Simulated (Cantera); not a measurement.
Charge: 1 mol SiH2Cl2, 82 mol N2, at 1200 °C and 10.0 mbar.

Method: chemical equilibrium by Gibbs-energy minimisation in Cantera with the NASA 1993 tables (ideal gas, pure condensed phases). Candidate condensed phases: NH4Cl, Si, Si3N4; 28 gas species. N2 is the only nitrogen source here; it is nearly inert below about 1500 K, so the nitride shown seldom forms there in practice. The tables' values for SiCl3 are old estimates; treat these amounts as uncertain. Kinetics and transport are ignored.

Base state: N2 0.976, HCl 0.0156, H2 0.00418, SiCl2 0.00365, SiCl3 0.000261, SiCl4 6.39e-5, Cl 2.47e-5 (mole fractions); condensed: Si3N4(s).

### Question
What changes in the equilibrium state with this change: SiH2Cl2 replaced by SiCl4?

### Answer
```csv
species,before,after
N2,0.976,0.987
SiCl4,6.39e-5,0.0110
Cl,2.47e-5,0.00130
HCl,0.0156,0
H2,0.00418,0
SiCl2,0.00365,0.000228
SiCl3,0.000261,0.000854
"Si3N4(s), mol",0.223,0
```
